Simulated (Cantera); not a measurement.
A perfectly stirred reactor is fed with 1.26 % H₂, 44.9 % O₂, 53.9 % N₂, at 0.0310 bar; it is held at 1100 K, and followed from long to short residence time.

Cantera simulation using the H2/O2 subset of GRI-Mech 3.0, which has no nitrogen chemistry; the numbers are that mechanism's predictions, not measurements. Radical loss at walls, strong at low pressure, is not modelled.

x: mole fraction; the columns are a selection and need not sum to one.

```
τ (s)       x H₂   x O₂       x O   x H₂O    x HO₂       x H
------  --------  -----  --------  ------  -------  --------
9.0      2.38e-5  0.445  0.000130  0.0126  4.51e-7   2.88e-6
4.2      3.72e-5  0.445  0.000213  0.0126  6.21e-7   6.13e-6
1.9      5.86e-5  0.445  0.000351  0.0125  8.48e-7   1.34e-5
0.88     9.05e-5  0.445  0.000564  0.0124  1.12e-6   2.82e-5
0.40    0.000141  0.445  0.000899  0.0123  1.47e-6   5.97e-5
0.19    0.000214  0.444   0.00136  0.0122  1.85e-6  0.000118
0.086          ?  0.444         ?  0.0120        ?         ?
0.039          ?  0.443         ?  0.0116        ?         ?
0.018   0.000863  0.443   0.00376  0.0110  3.26e-6  0.000763
0.0083   0.00143  0.442   0.00445  0.0101  3.67e-6   0.00116
```

What belongs in the gaps?


- 0.086, x H₂: 0.000336
- 0.086, x O: 0.00204
- 0.086, x HO₂: 2.31e-6
- 0.086, x H: 0.000237
- 0.039, x H₂: 0.000536
- 0.039, x O: 0.00288
- 0.039, x HO₂: 2.80e-6
- 0.039, x H: 0.000446
